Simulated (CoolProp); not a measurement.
Properties of C2F6 (R116) along the isobar 1.01 bar (Tc = 19.9 °C, pc = 30.48 bar, ω = 0.257).

Values from CoolProp's reference Helmholtz-energy equation of state, Lemmon 2006. It is a short technical equation, of lower accuracy than the large ones.

```
T (°C)  phase  Joule-Thomson coefficient (K/MPa)  isothermal compressibility (1/MPa)  Prandtl number  fugacity coefficient
------  -----  ---------------------------------  ----------------------------------  --------------  --------------------
17.95     gas                              8.825                               10.02           0.740                0.9888
27.55     gas                              8.059                               10.00           0.741                0.9899
37.15     gas                              7.390                               9.993           0.741                0.9910
46.65     gas                              6.806                               9.983           0.742                0.9919
56.25     gas                              6.284                               9.975           0.742                0.9927
65.75     gas                              5.825                               9.968           0.742                0.9934
75.35     gas                              5.410                               9.961           0.743                0.9940
84.95     gas                              5.038                               9.955           0.743                0.9946
94.45     gas                              4.706                               9.950           0.743                0.9951
104.05    gas                              4.403                               9.946           0.744                0.9955
113.65    gas                              4.128                               9.941           0.744                0.9959
123.15    gas                              3.880                               9.938           0.744                0.9963
132.75    gas                              3.651                               9.934           0.744                0.9967
142.25    gas                              3.443                               9.931           0.744                0.9970
151.85    gas                              3.251                               9.928           0.745                0.9973
```

Viscosity comes from a separate model (Huber 2003), an estimate that may be off by 10 % or more. Thermal conductivity comes from a separate model (Huber 2003), an estimate that may be off by 10 % or more.
